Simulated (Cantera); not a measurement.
Input (Python, Cantera):

```python
import numpy as np
import cantera as ct

gas = ct.Solution("gri30.yaml")


def delay(T, t_max=10):
    gas.TPX = T, 640000, {'CO': 1, 'H2': 0.12, 'CH4': 0.94, 'O2': 2.8, 'N2': 14}
    reactor = ct.IdealGasReactor(gas, clone=False)
    net = ct.ReactorNet([reactor])
    net.rtol, net.atol = 1e-8, 1e-16
    while net.time < t_max:
        t_old, T_old = net.time, reactor.T
        net.step()
        if reactor.T > T + 400:  # ignition: a rise of 400 K
            return t_old + (T + 400 - T_old) / (reactor.T - T_old) * (net.time - t_old)
    return np.nan


taus = []
for T in [898, 998, 1098, 1198, 1298, 1398, 1498]:
    taus.append(delay(T))
    print(f"T0 = {T:6g} K   tau = {taus[-1]:.4e} s")
```

Result:

```
T0 =    898 K   tau = 2.8187e-01 s
T0 =    998 K   tau = 3.3650e-02 s
T0 =   1098 K   tau = 8.6068e-03 s
T0 =   1198 K   tau = 3.0518e-03 s
T0 =   1298 K   tau = 1.1326e-03 s
T0 =   1398 K   tau = 4.3364e-04 s
T0 =   1498 K   tau = 1.7655e-04 s
```

Model: GRI-Mech 3.0 (53 species, 325 reactions), integrated in Cantera. Below about 1000 K GRI-Mech 3.0 lacks low-temperature oxidation paths. Below about 950 K walls govern HO2 and H2O2 in real vessels.
